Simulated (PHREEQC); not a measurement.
**Silver or lead bath: an equilibrium model**

Dissolve 0.00016 mol/kgw Ag2SO4, 5.7e-05 mol/kgw NaCl and 0.00091 mol/kgw Zn(NO3)2 at 60 °C. Closed to the air; pH follows from the charge balance.

Equilibrium calculation in PHREEQC: ion-association model, wateq4f.dat.

Precipitation was switched off in this run.

Problem. Predict the pH.

Solution. pH 5.55.

Problem. In which forms is Zn present?

Solution. Zn+2 97 %, ZnSO4 2.4 % of the Zn.

Saturation is exceeded, for instance for Cerargyrite; the values hold only as long as no solid forms. At this temperature some constants are extrapolated from 25 °C, and those without enthalpy data are left unchanged.
